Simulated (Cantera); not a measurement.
Mixture: H2 : O2 : N2 = 1 : 0.51 : 2.35 (molar parts), equivalence ratio 0.98, at 1.10 bar, adiabatic and at constant volume. Ignition delay is the time to a rise of 400 K.

Model: the H2/O2 subset of GRI-Mech 3.0, which has no nitrogen chemistry, integrated in Cantera. Where the delays flatten at high temperature, the 400 K rule measures the pace of heat release, not the induction time.

**Question.** Predict: delay at 1023 K; delay at 1123 K; delay at 1223 K; delay at 1323 K; delay at 1423 K; delay at 1523 K; delay at 1623 K.

**Answer.** 
```json
{
 "delay at 1023 K": "0.220 ms",
 "delay at 1123 K": "76.0 µs",
 "delay at 1223 K": "41.4 µs",
 "delay at 1323 K": "26.8 µs",
 "delay at 1423 K": "19.5 µs",
 "delay at 1523 K": "15.7 µs",
 "delay at 1623 K": "13.8 µs"
}
```
